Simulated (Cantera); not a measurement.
What does this Cantera script print?

```python
import numpy as np
import cantera as ct

gas = ct.Solution("gri30.yaml")
gas.TPX = 425, 98000, {'H2': 1, 'O2': 0.312, 'N2': 1.17, 'NO': 0.0075}
inlet = ct.Reservoir(gas, clone=True)
gas.equilibrate("HP")  # start burning
reactor = ct.IdealGasConstPressureReactor(gas, energy="on", clone=False)
exhaust = ct.Reservoir(gas, clone=True)
tau = [0.33, 0.13, 0.051, 0.02, 0.0077, 0.003, 0.0012, 0.00046, 0.00018, 6.9e-05, 2.7e-05, 1.1e-05][0]
for a, b in ((inlet, reactor), (reactor, exhaust)):
    ct.MassFlowController(a, b, mdot=lambda t: reactor.mass / tau)
net = ct.ReactorNet([reactor])
show = ['H2', 'O2', 'NO', 'H2O2', 'H2O', 'H']

rows = []
print(f"{'tau/s':>10s}{'T/K':>9s}" + "".join(f"{s:>11s}" for s in show))
for tau in [0.33, 0.13, 0.051, 0.02, 0.0077, 0.003, 0.0012, 0.00046, 0.00018, 6.9e-05, 2.7e-05, 1.1e-05]:
    net.initial_time = 0.0
    net.advance(30 * tau)
    before = gas.X
    net.advance(40 * tau)
    drift = np.max(np.abs(gas.X - before) / (gas.X + 1e-9))
    rows.append([gas.T, *gas[show].X, drift])
    print(f"{tau:10.3e}{gas.T:9.1f}" + "".join(f"{x:11.3e}" for x in gas[show].X))
```

Result:

```
     tau/s      T/K         H2         O2         NO       H2O2        H2O          H
 3.300e-01   2311.4  1.676e-01  2.351e-05  3.162e-04  6.256e-09  2.878e-01  4.772e-03
 1.300e-01   2305.8  1.675e-01  3.421e-05  4.731e-04  7.770e-09  2.874e-01  5.323e-03
 5.100e-02   2294.6  1.673e-01  5.765e-05  7.142e-04  1.125e-08  2.865e-01  6.509e-03
 2.000e-02   2274.0  1.666e-01  1.064e-04  1.065e-03  1.857e-08  2.850e-01  8.783e-03
 7.700e-03   2238.6  1.653e-01  2.087e-04  1.554e-03  3.275e-08  2.825e-01  1.278e-02
 3.000e-03   2184.3  1.632e-01  4.156e-04  2.129e-03  5.767e-08  2.788e-01  1.906e-02
 1.200e-03   2107.9  1.600e-01  8.120e-04  2.652e-03  1.017e-07  2.739e-01  2.809e-02
 4.600e-04   1998.4  1.552e-01  1.601e-03  3.017e-03  1.951e-07  2.674e-01  4.123e-02
 1.800e-04   1860.0  1.494e-01  3.019e-03  3.175e-03  3.968e-07  2.596e-01  5.772e-02
 6.900e-05   1690.7  1.444e-01  5.845e-03  3.212e-03  8.425e-07  2.494e-01  7.647e-02
 2.700e-05   1501.0  1.503e-01  1.309e-02  3.196e-03  1.534e-06  2.316e-01  8.930e-02
 1.100e-05    425.0  4.017e-01  1.253e-01  3.013e-03 -8.647e-20 -2.659e-16 -1.468e-19
```

Computed with Cantera and GRI-Mech 3.0 (53 species, 325 reactions). The mechanism lacks 2 NO + O2 → 2 NO2 and HONO, so NO2 and the effect of NO are under-described below about 1400 K.
